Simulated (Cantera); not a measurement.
Input: 1 mol Fe(CO)5, 6.3 mol H2, 0.11 mol N2, at 1348.15 K and 13.0 mbar.

Method: chemical equilibrium by Gibbs-energy minimisation in Cantera with the NASA 1993 tables (ideal gas, pure condensed phases). Candidate condensed phases: C, C6H6, C7H8, C8H18, Fe, Fe(CO)5, FeO, Fe(OH)2, Fe(OH)3, Fe2O3, Fe3O4, H2O; 140 gas species. Kinetics and transport are ignored.

**Question.** What is the equilibrium state?

**Answer.** 
* **x(H2)**: 0.552
* **x(CO)**: 0.438
* **x(N2)**: 0.00963
* **x(H2O)**: 2.49e-5
* **x(HCN)**: 1.72e-5
* **x(CH4)**: 1.70e-5
* **x(H)**: 1.51e-5
* **x(CO2)**: 1.01e-5
* **n(Fe(γ))**: 1.000 mol
* **gas amount**: 11.41 mol
* **log10 activity of C(graphite) (absent)**: -0.13
* **log10 activity of Fe(OH)2(s) (absent)**: -15.79
* **log10 activity of Fe(OH)3(s) (absent)**: -26.06
